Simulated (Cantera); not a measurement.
Charge: 1 mol SiH₂Cl₂, 0.4 mol HCl, 660 mol H₂, equilibrated at 0.130 bar.

These are equilibrium values from Cantera (NASA tables, ideal gas, pure condensed phases), not measurements of a reactor. Candidate condensed phases: Si; 19 gas species. Gases not in the tables: Si₂H₆ and higher silanes. The numbers say what is thermodynamically allowed, not how fast it happens.

Q: At 1725 K, list the 5 most abundant gas species with their mole fractions, and the condensed phases.

A: H₂ 0.996, HCl 0.00353, H 0.000514, SiCl₂ 4.32e-5, SiH₂ 1.72e-5. Condensed: Si(l).
